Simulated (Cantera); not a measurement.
Cantera with NASA thermochemical tables; ideal gases at 1 bar, condensed phases pure. Values are per mole of reaction as written; species without (g) are pure solids or liquids, kept so even where they would boil at 1 bar. VN: taken at fixed stoichiometry.

9 H(g) + 2 NO(g) + VN ⇌ 3 NH₃(g) + VO₂(g)

```tsv
T (K)	ΔH° (kJ)	ΔS° (J/K)	ΔG° (kJ)	log10 K
600	-2334.8	-734.2	-1894.2	164.90
675	___	___	___	___
750	___	___	___	___
825	-2357.6	-766.7	-1725.1	109.22
900	-2364.6	-774.8	-1667.3	96.76
975	___	___	___	___
1050	-2377.4	-788.0	-1550.0	77.11
1125	-2383.4	-793.5	-1490.7	69.21
```

Task: Fill in the missing entries.

Result: 
- 675, ΔH° (kJ): -2342.8
- 675, ΔS° (J/K): -746.8
- 675, ΔG° (kJ): -1838.7
- 675, log10 K: 142.28
- 750, ΔH° (kJ): -2350.4
- 750, ΔS° (J/K): -757.5
- 750, ΔG° (kJ): -1782.2
- 750, log10 K: 124.12
- 975, ΔH° (kJ): -2371.2
- 975, ΔS° (J/K): -781.8
- 975, ΔG° (kJ): -1608.9
- 975, log10 K: 86.19
